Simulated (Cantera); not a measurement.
A closed system holds: 1 mol SiCl₄, 0.27 mol O₃, 2.9 mol N₂, at 1.00 bar.

Equilibrium computed with Cantera from the NASA thermochemical tables; the gas is ideal and each condensed phase is pure. Candidate condensed phases: Si, SiO₂, Si₂N₂O, Si₃N₄; 23 gas species. The tables' values for SiCl₃ are old estimates; treat these amounts as uncertain. The tables hold silica as quartz up to 1696 K and as liquid above; real silica turns to tridymite and cristobalite and melts near 1996 K. Rates play no part. All values below are at 1375 °C.

Base state: N₂ 0.654, Cl₂ 0.154, SiCl₄ 0.134, Cl 0.0569, SiCl₃ 7.11e-5 (mole fractions); condensed: SiO₂(β-quartz).

Task: What changes in the equilibrium state with this change: N₂ from 2.9 to 52 mol?

Result: 
| species | before | after |
|---|---|---|
| N₂ | 0.654 | 0.967 |
| Cl | 0.0569 | 0.0133 |
| SiCl₄ | 0.134 | 0.0110 |
| Cl₂ | 0.154 | 0.00843 |
| SiCl₃ | 7.11e-5 | 2.50e-5 |
| SiO₂(β-quartz), mol | 0.405 | 0.405 |
